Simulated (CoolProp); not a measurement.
R11 at 422.02 K and 1.23 MPa is throttled through a valve to 0.479 MPa with no heat exchange. Each further row changes one setting.

Values from CoolProp's reference Helmholtz-energy equation of state, Jacobsen 1992.

```json
[
 {"case": "as stated", "temperature change (K)": "[?]", "final density (kg/m³)": "[?]"},
 {"case": "outlet pressure 0.144 MPa", "temperature change (K)": "[?]", "final density (kg/m³)": "[?]"},
 {"case": "outlet pressure 0.623 MPa", "temperature change (K)": "[?]", "final density (kg/m³)": "[?]"}
]
```

Question: Some entries are withheld; supply them.

Answer: 
- as stated, temperature change (K): -12.4
- as stated, final density (kg/m³): 20.6
- outlet pressure 0.144 MPa, temperature change (K): -17.5
- outlet pressure 0.144 MPa, final density (kg/m³): 5.99
- outlet pressure 0.623 MPa, temperature change (K): -10.1
- outlet pressure 0.623 MPa, final density (kg/m³): 27.1
